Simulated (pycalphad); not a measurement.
An equivalent pycalphad script:

```python
from pycalphad import Database, equilibrium, calculate, variables as v
import numpy as np
db = Database('COST507.tdb')
comps = ['SN', 'SI', 'VA']
phases = ['BCT_A5', 'DIAMOND_A4', 'LIQUID']
eq = equilibrium(db, comps, phases, {v.X('SI'): 0.0628, v.T: np.arange(1400, 499, -50), v.P: 101325, v.N: 1}, output=['HM', 'SM'])
```

Source of the numbers: pycalphad with the COST 507 light-alloy database (1999); pressure 1 atm. The database dates from 1999; later assessments differ in places, in temperatures and in the compounds included. Phase fractions are per mole of atoms.

Results at three of the temperatures:

```
T = 1400.00 K, P = 101325 Pa, N = 1 mol of atoms
G = -111261 J/mol, H = 42580 J/mol, S = 109.89 J/(mol K)  (SER reference)
chemical potentials (J/mol): Sn -115198, Si -52517
phase             fraction      x(Sn)      x(Si)
LIQUID              1.0000     0.9372     0.0628
```

```
T = 950.00 K, P = 101325 Pa, N = 1 mol of atoms
G = -65209 J/mol, H = 25262 J/mol, S = 95.23 J/(mol K)  (SER reference)
chemical potentials (J/mol): Sn -67699, Si -28049
phase             fraction      x(Sn)      x(Si)
LIQUID              0.9392     0.9979     0.0021
DIAMOND_A4          0.0608    4.4e-07     1.0000
```

```
T = 750.00 K, P = 101325 Pa, N = 1 mol of atoms
G = -46826 J/mol, H = 19464 J/mol, S = 88.39 J/(mol K)  (SER reference)
chemical potentials (J/mol): Sn -48661, Si -19438
phase             fraction      x(Sn)      x(Si)
LIQUID              0.9373     0.9998   0.000153
DIAMOND_A4          0.0627   4.04e-07     1.0000
```

Changes of the phase set, refined by bisection:

```tsv
T (°C)	phases above	phases below
1102.4	liquid	diamond (Si) + liquid
231.9	diamond (Si) + liquid	bct (Sn) + diamond (Si)
```

DIAMOND_A4 is diamond (Si).
